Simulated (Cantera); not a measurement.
## n-butane + H2O + N2 (carbon deposition, reforming and gasification)

A closed system holds: 1 mol n-butane, 0.037 mol H2O, 10 mol N2, held at 39.0 bar.

Cantera equilibrium calculation (NASA polynomials, part measured and part estimated; ideal gas, pure solids and liquids). Candidate condensed phases: C, C6H6, C7H8, C8H18, H2O; 136 gas species. The ideal-gas law is rough above about 30 bar. The numbers say what is thermodynamically allowed, not how fast it happens.

```tsv
T (K)	x N2	x H2	x HCN	x C2H2 (acetylene)	n C(graphite)
1898	0.663	0.327	0.00450	0.000123	3.85
2048	0.660	0.326	0.00823	0.000342	3.80
2198	0.657	0.324	0.0138	0.000820	3.70
2348	0.652	0.318	0.0215	0.00174	3.54
2498	0.645	0.311	0.0315	0.00333	3.32
2648	0.637	0.300	0.0439	0.00584	3.02
2798	0.627	0.285	0.0582	0.00945	2.63
```
x: gas mole fraction; n: condensed amount in mol.

From 1898 K to 2798 K the condensed part is C(graphite). The main C-bearing gas is HCN throughout. The share of C in condensed phases is highest at 1898 K (96.3 %) and lowest at 2798 K (65.7 %).
